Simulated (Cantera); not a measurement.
Input: 1 mol CHF₃, 0.024 mol HCl, 7 mol H₂, at 0.680 bar.

Method: chemical equilibrium by Gibbs-energy minimisation in Cantera with the NASA 1993 tables (ideal gas, pure condensed phases). Candidate condensed phases: C, C₆H₆, C₇H₈, C₈H₁₈; 118 gas species. Kinetics and transport are ignored.

Problem. At 2775 K, list the 6 most abundant gas species with their mole fractions, and the condensed phases.

Solution. H₂ 0.588, HF 0.321, H 0.0696, C₂H₂ (acetylene) 0.0180, HCl 0.00237, C₂H 0.000258. Condensed: C(graphite).
